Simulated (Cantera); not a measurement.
Input: 1 mol acetone, 0.0072 mol O2, 41 mol N2, held at 0.000250 bar.

Equilibrium computed with Cantera from the NASA thermochemical tables; the gas is ideal and each condensed phase is pure. Candidate condensed phases: C, C6H6, C7H8, C8H18, H2O; 136 gas species. The feed counts by its element totals alone. Kinetics and transport are ignored.

x: gas mole fraction; n: condensed amount in mol.

```tsv
T (°C)	x N2	x H	x H2	x CO	x CN	n C(graphite)
1800	0.892	0.0355	0.0456	0.0221	8.46e-5	1.78
1875	0.885	0.0507	0.0370	0.0220	0.000203	1.74
1950	0.877	(withheld)	(withheld)	0.0218	(withheld)	1.70
2025	0.869	0.0836	0.0191	0.0216	0.000977	1.65
2100	0.862	0.0968	0.0120	0.0214	0.00199	1.57
2175	0.855	0.106	(withheld)	0.0213	(withheld)	(withheld)
2250	0.847	0.112	0.00403	0.0211	0.00725	0.899
2325	0.836	0.115	0.00227	0.0209	0.0121	0
2400	0.832	0.118	0.00132	0.0208	0.0142	0
2475	0.829	0.119	0.000774	0.0207	0.0161	0
```

Complete the blanks.


- 2175, x H2: 0.00710
- 2175, x CN: 0.00388
- 2175, n C(graphite): 1.38
- 1950, x H: 0.0675
- 1950, x H2: 0.0278
- 1950, x CN: 0.000457
